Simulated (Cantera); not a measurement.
Feed: 1 mol CaCO3, 0.17 mol H2O, equilibrated at 1.00 bar.

Equilibrium computed with Cantera from the NASA thermochemical tables; the gas is ideal and each condensed phase is pure. Candidate condensed phases: C, C6H6, C7H8, C8H18, Ca, CaCO3, CaO, Ca(OH)2, H2O; 115 gas species. Mutual solubility and eutectic melting of coexisting phases are not modelled. Equilibrium is a limit: real reactors are often held back by kinetics, nucleation or transport.

x: gas mole fraction; n: condensed amount in mol.

| T (K) | x H2O | x CO2 | x CO | x O2 | n CaCO3(calcite) | n CaO(s) |
|---|---|---|---|---|---|---|
| 875 | 0.997 | 0.00288 | 1.60e-11 | [?] | 1.000 | 0.000491 |
| 975 | 0.968 | 0.0324 | 3.05e-9 | [?] | 0.994 | 0.00570 |
| 1075 | 0.771 | 0.229 | 2.14e-7 | [?] | 0.950 | 0.0504 |
| 1175 | 0.145 | 0.855 | 4.93e-6 | [?] | 0 | 1.00 |
| 1275 | 0.145 | 0.855 | 2.25e-5 | [?] | 0 | 1.00 |
| 1375 | 0.145 | 0.855 | 8.20e-5 | [?] | 0 | 1.00 |
| 1475 | 0.145 | 0.854 | 0.000250 | [?] | 0 | 1.00 |
| 1575 | 0.145 | 0.854 | 0.000660 | [?] | 0 | 1.00 |
| 1675 | 0.145 | 0.852 | 0.00155 | [?] | 0 | 1.000 |
| 1775 | 0.145 | 0.850 | 0.00329 | [?] | 0 | 1.000 |
| 1875 | 0.144 | 0.845 | 0.00644 | [?] | 0 | 1.000 |
| 1975 | 0.143 | 0.838 | 0.0117 | [?] | 0 | 1.000 |
| 2075 | 0.142 | 0.825 | 0.0200 | [?] | 0 | 1.000 |

Q: Fill in the missing entries.

A: 
- 875, x O2: 7.22e-9
- 975, x O2: 7.30e-8
- 1075, x O2: 4.84e-7
- 1175, x O2: 2.75e-6
- 1275, x O2: 1.22e-5
- 1375, x O2: 4.35e-5
- 1475, x O2: 0.000131
- 1575, x O2: 0.000341
- 1675, x O2: 0.000791
- 1775, x O2: 0.00167
- 1875, x O2: 0.00324
- 1975, x O2: 0.00585
- 2075, x O2: 0.00993
